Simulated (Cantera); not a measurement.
A perfectly stirred reactor is fed with H2 : O2 = 0.13 : 1 (molar parts), equivalence ratio 0.065, at 12.0 Torr; it is held at 1250 K, and followed from long to short residence time.

Model: GRI-Mech 3.0 (53 species, 325 reactions), integrated in Cantera. Radical loss at walls, strong at low pressure, is not modelled. The temperature is held fixed by assumption; the heat of reaction is taken as removed at once.

Problem. What does this change do: H2 0.13 to 0.033 parts?

Solution. 
```
quantity                 before     after
---------------------  --------  --------
x(H2) at τ = 1.30 s    0.000271   8.06e-5
x(O2) at τ = 1.30 s       0.875     0.965
x(H) at τ = 1.30 s     0.000247  0.000108
x(H2O) at τ = 1.30 s      0.121    0.0318
x(O) at τ = 1.30 s      0.00250   0.00238
x(H2) at τ = 33.0 ms    0.00240  0.000648
x(O2) at τ = 33.0 ms      0.851     0.951
x(H) at τ = 33.0 ms     0.00713   0.00186
x(H2O) at τ = 33.0 ms     0.111    0.0294
x(O) at τ = 33.0 ms      0.0228    0.0149
```

Problem. What does this change do: H2 0.13 to 0.068 parts?

Solution. 
```json
[
 {"quantity": "x(H2) at τ = 1.30 s", "before": "0.000271", "after": "0.000153"},
 {"quantity": "x(O2) at τ = 1.30 s", "before": "0.875", "after": "0.931"},
 {"quantity": "x(H) at τ = 1.30 s", "before": "0.000247", "after": "0.000175"},
 {"quantity": "x(H2O) at τ = 1.30 s", "before": "0.121", "after": "0.0647"},
 {"quantity": "x(O) at τ = 1.30 s", "before": "0.00250", "after": "0.00255"},
 {"quantity": "x(H2) at τ = 33.0 ms", "before": "0.00240", "after": "0.00127"},
 {"quantity": "x(O2) at τ = 33.0 ms", "before": "0.851", "after": "0.911"},
 {"quantity": "x(H) at τ = 33.0 ms", "before": "0.00713", "after": "0.00412"},
 {"quantity": "x(H2O) at τ = 33.0 ms", "before": "0.111", "after": "0.0595"},
 {"quantity": "x(O) at τ = 33.0 ms", "before": "0.0228", "after": "0.0201"}
]
```
